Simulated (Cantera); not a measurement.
Input: 1 mol SiCl₄, 2.2 mol H₂, held at 452 °C and 1.00 bar.

These are equilibrium values from Cantera (NASA tables, ideal gas, pure condensed phases), not measurements of a reactor. Candidate condensed phases: Si; 19 gas species. Equilibrium is a limit: real reactors are often held back by kinetics, nucleation or transport.

Base state: H₂ 0.679, SiCl₄ 0.305, HCl 0.00800, SiHCl₃ 0.00797, SiH₂Cl₂ 1.45e-5 (mole fractions); condensed: gas only.

Task: What changes in the equilibrium state with this change: temperature from 452 °C to 577 °C?

Result: 
```tsv
species	before	after
H₂	0.679	0.669
SiCl₄	0.305	0.294
HCl	0.00800	0.0182
SiHCl₃	0.00797	0.0180
SiCl₃	1.26e-6	3.93e-5
SiH₂Cl₂	1.45e-5	9.64e-5
```
The tables' values for SiCl₃ are old estimates; treat these amounts as uncertain.

Task: What changes in the equilibrium state with this change: SiCl₄ replaced by Si?

Result: 
```tsv
species	before	after
H₂	0.679	1.00
SiCl₄	0.305	0
HCl	0.00800	0
SiHCl₃	0.00797	0
SiH₂Cl₂	1.45e-5	0
Si(s), mol	0	1.00
```
